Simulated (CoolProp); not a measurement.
Vapour-liquid equilibrium of carbonyl sulfide (1) + propane (2) at -23.25 °C; x and y are mole fractions of (1).

The numbers come from the multi-fluid Helmholtz-energy mixture model, Lemmon 2006 and Lemmon 2009; pair parameters Bell 2016 in CoolProp.

Task: Give the bubble pressure and the first vapour's composition at x = 0.5, 0.8, 0.95. Is there an azeotrope?

Result: x = 0.5: 264.4 kPa, y = 0.569; x = 0.8: 287.3 kPa, y = 0.840; x = 0.95: 299.7 kPa, y = 0.962. No azeotrope shows between x = 0.05 and 0.95.

Pair parameters are fitted to limited data, so mixtures are less certain than the pure fluids.
